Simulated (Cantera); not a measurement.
A freely propagating, adiabatic, planar premixed flame of CH₄ : O₂ : N₂ = 1 : 1.43 : 5.37 (molar parts), unburnt at 398 K and 9.38 atm; mixture-averaged transport, grid criteria slope 0.08 and curve 0.16, no radiation.

Cantera simulation using GRI-Mech 3.0 (53 species, 325 reactions); the numbers are that mechanism's predictions, not measurements. Burning velocities carry a grid error of a few per cent, more on coarse grids.

Predict: laminar burning velocity; thermal thickness; peak x(C₂H₄); peak x(CH₃); peak x(CH₂CO); peak x(O).


| Property | Value |
|---|---|
| laminar burning velocity | 11.3 cm/s |
| thermal thickness | 0.181 mm |
| peak x(C₂H₄) | 0.00198 |
| peak x(CH₃) | 0.00117 |
| peak x(CH₂CO) | 0.000516 |
| peak x(O) | 1.68e-5 |
